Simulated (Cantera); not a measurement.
A closed system holds: 1 mol Si, 4.7 mol F₂, 99 mol H₂, held at 973 K and 0.0920 bar.

Cantera equilibrium calculation (NASA polynomials, part measured and part estimated; ideal gas, pure solids and liquids). Candidate condensed phases: Si; 25 gas species. The numbers say what is thermodynamically allowed, not how fast it happens.

Base state: H₂ 0.938, HF 0.0526, SiF₄ 0.00974 (mole fractions); condensed: gas only.

Q: What changes in the equilibrium state with this change: 0.23 mol NH₃ added?

A: 
| species | before | after |
|---|---|---|
| H₂ | 0.938 | 0.937 |
| HF | 0.0526 | 0.0523 |
| SiF₄ | 0.00974 | 0.00969 |
| N₂ | 0 | 0.00111 |
Further candidate phases: Si₃N₄.

Q: What changes in the equilibrium state with this change: H₂ from 99 to 1.3 mol?

A: 
```
species   before  after
-------  -------  -----
HF        0.0526  0.491
F₂         <1e-9  0.208
SiF₄     0.00974  0.189
H₂         0.938  <1e-9
F          <1e-9  0.112
```
